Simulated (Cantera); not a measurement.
Charge: 1 mol Al, 48 mol N₂, equilibrated at 1.33 mbar.

Method: chemical equilibrium by Gibbs-energy minimisation in Cantera with the NASA 1993 tables (ideal gas, pure condensed phases). Candidate condensed phases: Al, AlN; 5 gas species. The numbers say what is thermodynamically allowed, not how fast it happens.

x: gas mole fraction; n: condensed amount in mol.

```tsv
T (K)	x N₂	x Al	x N	x Al₂	n AlN(s)
1623	1.000	6.07e-5	(withheld)	1.68e-11	0.997
1673	1.000	0.000248	(withheld)	1.91e-10	0.988
1723	0.999	0.000931	(withheld)	1.88e-9	0.956
1773	0.997	0.00325	(withheld)	1.63e-8	0.845
1823	0.989	0.0106	(withheld)	1.25e-7	0.489
1873	0.980	0.0204	(withheld)	3.43e-7	0
1923	0.980	0.0204	(withheld)	2.57e-7	0
1973	0.980	0.0204	(withheld)	1.95e-7	0
2023	0.980	0.0204	(withheld)	1.51e-7	0
2073	0.980	0.0204	(withheld)	1.17e-7	0
2123	0.980	0.0204	(withheld)	9.26e-8	0
2173	0.980	0.0204	(withheld)	7.39e-8	0
2223	0.980	0.0204	(withheld)	5.95e-8	0
```

Complete the blanks.


- 1623, x N: 3.05e-11
- 1673, x N: 8.81e-11
- 1723, x N: 2.39e-10
- 1773, x N: 6.14e-10
- 1823, x N: 1.49e-9
- 1873, x N: 3.46e-9
- 1923, x N: 7.70e-9
- 1973, x N: 1.65e-8
- 2023, x N: 3.40e-8
- 2073, x N: 6.76e-8
- 2123, x N: 1.30e-7
- 2173, x N: 2.44e-7
- 2223, x N: 4.43e-7
